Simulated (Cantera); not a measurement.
# Equilibrium for silicon carbide growth: (CH3)2SiCl2 + CH4 + H2

A closed system holds: 1 mol (CH3)2SiCl2, 0.049 mol CH4, 630 mol H2, held at 13.3 mbar.

Equilibrium computed with Cantera from the NASA thermochemical tables; the gas is ideal and each condensed phase is pure. Candidate condensed phases: C, C6H6, C7H8, C8H18, Si, SiC; 109 gas species. The feed counts by its element totals alone. Gases not in the tables: Si2H6 and higher silanes. The numbers say what is thermodynamically allowed, not how fast it happens.

From 1327 °C to 1727 °C the condensed part is C(graphite) + SiC(s). At 1827 °C the condensed part is SiC(s). From 1927 °C to 2127 °C nothing is condensed. The main Si-bearing gas is SiCl2 at 1327 °C and Si at 2127 °C.

```
T (°C)   x H2       x H    x HCl  x C2H2 (acetylene)      x Si      x Cl    x SiC2    x SiH  n C(graphite)  n SiC(s)
------  -----  --------  -------  ------------------  --------  --------  --------  -------  -------------  --------
1327    0.996  0.000470  0.00315             2.74e-5   7.69e-8   1.18e-6  2.99e-10  1.93e-8           1.00     1.000
1427    0.995   0.00127  0.00315             7.31e-5   7.55e-7   3.13e-6   5.92e-9  1.35e-7          0.948     0.999
1527    0.994   0.00309  0.00314            0.000174   5.74e-6   7.48e-6   8.36e-8  7.53e-7          0.826     0.995
1627    0.990   0.00684  0.00312            0.000378   3.51e-5   1.63e-5   8.89e-7  3.50e-6          0.589     0.972
1727    0.982    0.0140  0.00309            0.000754  0.000179   3.28e-5   7.41e-6  1.39e-5          0.207     0.860
1827    0.968    0.0266  0.00304             0.00125  0.000824   6.13e-5   4.76e-5  5.08e-5              0     0.348
1927    0.946    0.0475  0.00296             0.00148   0.00132  0.000108   7.72e-5  6.56e-5              0         0
2027    0.914    0.0801  0.00284             0.00146   0.00136  0.000179   6.93e-5  5.50e-5              0         0
2127    0.866     0.128  0.00266             0.00143   0.00135  0.000281   6.14e-5  4.50e-5              0         0
```
x: gas mole fraction; n: condensed amount in mol.
